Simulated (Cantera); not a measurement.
Mixture: CH4 : C2H6 : O2 : N2 = 1 : 0.13 : 2.05 : 8.18 (molar parts), at 750 Torr, adiabatic and at constant pressure. Ignition delay is the time to a rise of 400 K.

Cantera simulation using GRI-Mech 3.0 (53 species, 325 reactions); the numbers are that mechanism's predictions, not measurements.

What does this change do: pressure from 750 Torr to 668 Torr?


| quantity | before | after |
|---|---|---|
| delay at 1075 K | 26.3 ms | 28.5 ms |
| delay at 1225 K | 3.47 ms | 3.76 ms |
| delay at 1375 K | 0.767 ms | 0.829 ms |
| delay at 1525 K | 0.203 ms | 0.220 ms |
| apparent activation energy between 1450 and 1600 K | 160 kJ/mol | 160 kJ/mol |
